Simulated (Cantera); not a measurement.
Cantera run, input and output.

```python
import numpy as np
import cantera as ct

surf = ct.Interface("ptcombust.yaml", "Pt_surf")
gas = surf.adjacent["gas"]
gas.TPX = 1100, 500000, {'CH4': 0.0068, 'O2': 0.042, 'N2': 0.79}
surf.TP = 1100, 500000
reactor = ct.FlowReactor(gas, clone=False)
reactor.area = 0.0001  # m2
reactor.surface_area_to_volume_ratio = 1400  # 1/m
reactor.mass_flow_rate = 0.057 * reactor.area * gas.density  # inlet velocity 0.057 m/s
reactor.energy_enabled = False
wall = ct.ReactorSurface(surf, reactor, clone=False)
net = ct.ReactorNet([reactor])
net.rtol, net.atol = 1e-8, 1e-16
show, cover = ['CH4', 'O2', 'H2O', 'CO2', 'CO'], ['PT(S)', 'H(S)', 'O(S)', 'OH(S)', 'CO(S)', 'C(S)']

rows = []
print(f"{'z/m':>9s}{'u/(m/s)':>9s}" + "".join(f"{s:>13s}" for s in show + cover))
for z in [8.8e-05, 0.00019, 0.00041, 0.00088, 0.0019, 0.0041, 0.0088]:
    net.advance(z)
    rows.append([reactor.speed, *gas[show].X, *surf[cover].coverages])
    print(f"{z:9.4g}{rows[-1][0]:9.3g}" + "".join(f"{x:13.4e}" for x in rows[-1][1:]))
```

Output:

```
      z/m  u/(m/s)          CH4           O2          H2O          CO2           CO        PT(S)         H(S)         O(S)        OH(S)        CO(S)         C(S)
  8.8e-05    0.057   6.0598e-03   4.5998e-02   4.0781e-03   2.0312e-03   4.5051e-06   2.5939e-01   9.7909e-07   7.3852e-01   2.0666e-03   2.1794e-05   2.1583e-07
  0.00019    0.057   4.2696e-03   4.2451e-02   7.6290e-03   3.8015e-03   3.2146e-06   2.6285e-01   1.3585e-06   7.3431e-01   2.8179e-03   1.5927e-05   1.5767e-07
  0.00041    0.057   1.9295e-03   3.7844e-02   1.2244e-02   6.0947e-03   1.5199e-06   2.6787e-01   1.7703e-06   7.2853e-01   3.5787e-03   7.6087e-06   7.5012e-08
  0.00088    0.057   3.1426e-04   3.4657e-02   1.5436e-02   7.6736e-03   4.0199e-07   2.7171e-01   2.0334e-06   7.2424e-01   4.0306e-03   1.3919e-06   1.2699e-08
   0.0019    0.057   5.3583e-06   3.3986e-02   1.6113e-02   8.0226e-03   4.3879e-08   2.7258e-01   2.0884e-06   7.2328e-01   4.1213e-03   4.9390e-08   2.1842e-10
   0.0041    0.057   1.6439e-09   3.3930e-02   1.6164e-02   8.0572e-03   1.5572e-08   2.7267e-01   2.0928e-06   7.2318e-01   4.1281e-03   1.0722e-08   6.7072e-14
   0.0088    0.057   2.0517e-10   3.3887e-02   1.6195e-02   8.0862e-03   5.5436e-09   2.7275e-01   2.0958e-06   7.2310e-01   4.1325e-03   3.8181e-09   8.3775e-15
```

Model: Deutschmann's 1995 Pt surface mechanism with GRI-Mech 3.0 gas chemistry, integrated in Cantera. Catalytic surfaces can have several steady states; this one follows from the mechanism file's or the stated starting coverage. Mass transfer to the wall is taken as infinitely fast.
